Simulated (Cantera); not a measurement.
What does this Cantera script print?

```python
import numpy as np
import cantera as ct

gas = ct.Solution("gri30.yaml")
gas.TPX = 1025, 100000, {'CH4': 1, 'O2': 2.9, 'N2': 10.9}
reactor = ct.IdealGasReactor(gas, energy="on", clone=False)
net = ct.ReactorNet([reactor])
net.rtol, net.atol = 1e-08, 1e-16
show = ['CH4', 'O2', 'CH3', 'C2H', 'N2O']
times = np.geomspace(5e-06, 6, 11)

steps = ct.SolutionArray(gas, extra=["t"])
rows = []
print(f"{'t/s':>10s}{'T/K':>9s}{'P/Pa':>11s}" + "".join(f"{s:>11s}" for s in show))
for t in times:
    while net.time < t:
        t_next = net.step()
        steps.append(gas.state, t=t_next)
    rows.append([np.interp(t, steps.t, y) for y in (steps.T, steps.P, *steps(*show).X.T)])
    print(f"{t:10.3e}{rows[-1][0]:9.1f}{rows[-1][1]:11.4g}" + "".join(f"{x:11.3e}" for x in rows[-1][2:]))
rate = np.gradient(steps.T, steps.t)
print("integrator steps:", len(steps.t))
if steps.T.max() > steps.T[0] + 200:
    print(f"time of steepest temperature rise: {steps.t[rate.argmax()]:.4e} s")
gas.TPX = 1025, 100000, {'CH4': 1, 'O2': 2.9, 'N2': 10.9}
gas.equilibrate("UV")
print(f"equilibrium (UV): T = {gas.T:.1f} K  " + "  ".join(f"{s} {gas[s].X[0]:.3e}" for s in show))
```

Result:

```
       t/s      T/K       P/Pa        CH4         O2        CH3        C2H        N2O
 5.000e-06   1025.0      1e+05  6.757e-02  1.959e-01  6.219e-11  1.129e-47  2.292e-19
 2.027e-05   1025.0      1e+05  6.757e-02  1.959e-01  2.524e-10  3.264e-44  1.562e-18
 8.219e-05   1025.0      1e+05  6.757e-02  1.959e-01  1.027e-09  5.761e-41  1.669e-17
 3.332e-04   1025.0      1e+05  6.757e-02  1.959e-01  4.228e-09  7.603e-38  2.366e-16
 1.351e-03   1025.0      1e+05  6.757e-02  1.959e-01  1.829e-08  1.336e-34  3.678e-15
 5.477e-03   1025.0      1e+05  6.757e-02  1.959e-01  9.823e-08  6.877e-31  5.593e-14
 2.221e-02   1025.0      1e+05  6.756e-02  1.959e-01  5.918e-07  1.568e-26  6.563e-13
 9.003e-02   1025.2      1e+05  6.754e-02  1.959e-01  9.047e-07  6.406e-24  5.080e-12
 3.650e-01   1028.4  1.003e+05  6.713e-02  1.956e-01  2.463e-06  1.794e-20  7.601e-11
 1.480e+00   2565.8   2.53e+05  1.664e-17  5.525e-02  1.184e-16  9.998e-23  1.074e-06
 6.000e+00   2565.8   2.53e+05  1.664e-17  5.525e-02  1.184e-16  9.998e-23  1.074e-06
integrator steps: 2527
time of steepest temperature rise: 5.7815e-01 s
equilibrium (UV): T = 2565.8 K  CH4 2.347e-17  O2 5.525e-02  CH3 1.670e-16  C2H 1.098e-22  N2O 1.074e-06
```

Computed with Cantera and GRI-Mech 3.0 (53 species, 325 reactions).
